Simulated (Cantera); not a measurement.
A perfectly stirred reactor is fed with 24.4 % H₂, 22.2 % O₂, 53.3 % N₂, equivalence ratio 0.55, at 82.5 Torr; it is held at 1075 K, and followed from long to short residence time.

Computed with Cantera and the H2/O2 subset of GRI-Mech 3.0, which has no nitrogen chemistry. The temperature is held fixed by assumption; the heat of reaction is taken as removed at once.

x: mole fraction; the columns are a selection and need not sum to one.

```
τ (s)       x H₂   x O₂       x O  x H₂O      x OH   x H₂O₂
------  --------  -----  --------  -----  --------  -------
2.0     0.000433  0.114   6.36e-5  0.278  0.000207  1.02e-6
0.88    0.000737  0.114  0.000112  0.277  0.000274  1.29e-6
0.38     0.00126  0.114  0.000198  0.277  0.000369  1.57e-6
0.17           …  0.115         …  0.276         …        …
0.072    0.00346  0.115  0.000585  0.274  0.000684  2.02e-6
0.031          …  0.116         …  0.270         …  2.15e-6
0.014    0.00895  0.117   0.00160  0.265   0.00128  2.20e-6
0.0059    0.0145  0.119   0.00265  0.256   0.00176  2.15e-6
0.0026    0.0227  0.123   0.00416  0.242   0.00235  2.02e-6
0.0011    0.0358  0.129   0.00638  0.217   0.00306  1.81e-6
```

Problem. Complete the blanks.

Solution. 
- 0.17, x H₂: 0.00206
- 0.17, x O: 0.000337
- 0.17, x OH: 0.000496
- 0.17, x H₂O₂: 1.81e-6
- 0.031, x H₂: 0.00568
- 0.031, x O: 0.000990
- 0.031, x OH: 0.000943
